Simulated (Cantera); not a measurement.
An adiabatic, constant-pressure homogeneous reactor starts with CH4 : CO : O2 : N2 : H2O = 1 : 0.042 : 1.55 : 5.85 : 1.4 (molar parts), equivalence ratio 1.3, at 1500 K and 240 Torr. Integrator tolerance rtol = 1e-08.

Cantera simulation using GRI-Mech 3.0 (53 species, 325 reactions); the numbers are that mechanism's predictions, not measurements.

What does this change do: pressure from 240 Torr to 10500 Torr?


```json
[
 {"quantity": "time of steepest temperature rise", "before": "4.16 ms", "after": "0.207 ms"},
 {"quantity": "temperature at 0.200 s", "before": "2544 K", "after": "2724 K"},
 {"quantity": "equilibrium temperature", "before": "2544 K", "after": "2724 K"},
 {"quantity": "x(CH4) at 0.200 s", "before": "<1e-12 (gas-phase equilibrium <1e-12)", "after": "4.12e-12 (gas-phase equilibrium 4.76e-12)"},
 {"quantity": "x(CO) at 0.200 s", "before": "0.0544 (gas-phase equilibrium 0.0544)", "after": "0.0518 (gas-phase equilibrium 0.0518)"},
 {"quantity": "x(O2) at 0.200 s", "before": "0.00456 (gas-phase equilibrium 0.00456)", "after": "0.000767 (gas-phase equilibrium 0.000767)"},
 {"quantity": "x(H) at 0.200 s", "before": "0.0121 (gas-phase equilibrium 0.0121)", "after": "0.00351 (gas-phase equilibrium 0.00351)"},
 {"quantity": "x(H2) at 0.200 s", "before": "0.0503 (gas-phase equilibrium 0.0503)", "after": "0.0438 (gas-phase equilibrium 0.0438)"},
 {"quantity": "x(N2O) at 0.200 s", "before": "8.11e-8 (gas-phase equilibrium 8.11e-8)", "after": "2.99e-7 (gas-phase equilibrium 2.99e-7)"},
 {"quantity": "x(NO) at 0.200 s", "before": "0.00308 (gas-phase equilibrium 0.00308)", "after": "0.00169 (gas-phase equilibrium 0.00169)"}
]
```
The pressure lies above the range GRI-Mech 3.0 was tuned for (to about 10 atm).

What does this change do: initial temperature 1500 to 1200 K?


```json
[
 {"quantity": "time of steepest temperature rise", "before": "4.16 ms", "after": "not reached"},
 {"quantity": "temperature at 0.200 s", "before": "2544 K", "after": "1304 K"},
 {"quantity": "equilibrium temperature", "before": "2544 K", "after": "2413 K"},
 {"quantity": "x(CH4) at 0.200 s", "before": "<1e-12 (gas-phase equilibrium <1e-12)", "after": "0.0824 (gas-phase equilibrium <1e-12)"},
 {"quantity": "x(CO) at 0.200 s", "before": "0.0544 (gas-phase equilibrium 0.0544)", "after": "0.0121 (gas-phase equilibrium 0.0502)"},
 {"quantity": "x(O2) at 0.200 s", "before": "0.00456 (gas-phase equilibrium 0.00456)", "after": "0.142 (gas-phase equilibrium 0.00164)"},
 {"quantity": "x(H) at 0.200 s", "before": "0.0121 (gas-phase equilibrium 0.0121)", "after": "3.10e-6 (gas-phase equilibrium 0.00647)"},
 {"quantity": "x(H2) at 0.200 s", "before": "0.0503 (gas-phase equilibrium 0.0503)", "after": "0.00717 (gas-phase equilibrium 0.0462)"},
 {"quantity": "x(N2O) at 0.200 s", "before": "8.11e-8 (gas-phase equilibrium 8.11e-8)", "after": "4.64e-9 (gas-phase equilibrium 3.89e-8)"},
 {"quantity": "x(NO) at 0.200 s", "before": "0.00308 (gas-phase equilibrium 0.00308)", "after": "3.23e-12 (gas-phase equilibrium 0.00147)"}
]
```
